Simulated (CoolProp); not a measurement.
Vapour-liquid equilibrium of propane (1) + n-butane (2) at 273 kPa; x and y are mole fractions of (1).

Model: multi-fluid Helmholtz-energy mixture model, Lemmon 2009 and Bücker 2006; pair parameters Kunz 2012, in CoolProp.

```
x     bubble temperature (K)  y at the bubble point  dew temperature at overall composition x (K)  liquid density (mol/L)
----  ----------------------  ---------------------  --------------------------------------------  ----------------------
0.05                   297.9                  0.150                                         300.6                   9.927
0.15                   290.7                  0.385                                         297.9                   10.21
0.25                   284.4                  0.554                                         295.0                   10.49
0.35                   279.0                  0.677                                         291.9                   10.76
0.45                   274.3                  0.768                                         288.4                   11.03
0.55                   270.1                  0.837                                         284.6                   11.29
0.65                   266.4                  0.889                                         280.3                   11.55
0.75                   263.1                  0.930                                         275.3                   11.82
0.85                   260.2                  0.962                                         269.2                   12.08
0.95                   257.5                  0.989                                         261.3                   12.35
```

No azeotrope shows between x = 0.05 and 0.95.

The pair parameters rest on a limited set of measurements; away from them the model extrapolates.
